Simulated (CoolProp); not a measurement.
C3F8 (R218) along the isotherm -43.05 °C: density (kg/m³) from the reference equation and from simpler models built on Tc = 71.9 °C, pc = 2640 kPa, ω = 0.317; each cubic takes its own stable root.

Values from CoolProp's reference Helmholtz-energy equation of state, Lemmon 2006. It is a short technical equation, of lower accuracy than the large ones.

```json
[
 {"p (kPa)": "1820", "phase": "liquid", "reference": "1643", "van der Waals": "1034", "Redlich-Kwong": "1498", "Soave-Redlich-Kwong": "1564", "Peng-Robinson": "1766"},
 {"p (kPa)": "3640", "phase": "liquid", "reference": "1651", "van der Waals": "1054", "Redlich-Kwong": "1515", "Soave-Redlich-Kwong": "1576", "Peng-Robinson": "1778"},
 {"p (kPa)": "5450", "phase": "liquid", "reference": "1658", "van der Waals": "1071", "Redlich-Kwong": "1531", "Soave-Redlich-Kwong": "1587", "Peng-Robinson": "1789"},
 {"p (kPa)": "7270", "phase": "liquid", "reference": "1665", "van der Waals": "1085", "Redlich-Kwong": "1545", "Soave-Redlich-Kwong": "1598", "Peng-Robinson": "1799"},
 {"p (kPa)": "9090", "phase": "liquid", "reference": "1671", "van der Waals": "1098", "Redlich-Kwong": "1558", "Soave-Redlich-Kwong": "1607", "Peng-Robinson": "1808"},
 {"p (kPa)": "10900", "phase": "liquid", "reference": "1678", "van der Waals": "1109", "Redlich-Kwong": "1570", "Soave-Redlich-Kwong": "1616", "Peng-Robinson": "1817"},
 {"p (kPa)": "12700", "phase": "liquid", "reference": "1684", "van der Waals": "1118", "Redlich-Kwong": "1580", "Soave-Redlich-Kwong": "1625", "Peng-Robinson": "1825"},
 {"p (kPa)": "14500", "phase": "liquid", "reference": "1689", "van der Waals": "1127", "Redlich-Kwong": "1591", "Soave-Redlich-Kwong": "1633", "Peng-Robinson": "1833"},
 {"p (kPa)": "16400", "phase": "liquid", "reference": "1695", "van der Waals": "1136", "Redlich-Kwong": "1601", "Soave-Redlich-Kwong": "1641", "Peng-Robinson": "1841"},
 {"p (kPa)": "18200", "phase": "liquid", "reference": "1701", "van der Waals": "1143", "Redlich-Kwong": "1610", "Soave-Redlich-Kwong": "1648", "Peng-Robinson": "1848"},
 {"p (kPa)": "20000", "phase": "liquid", "reference": "1706", "van der Waals": "1150", "Redlich-Kwong": "1618", "Soave-Redlich-Kwong": "1654", "Peng-Robinson": "1855"}
]
```
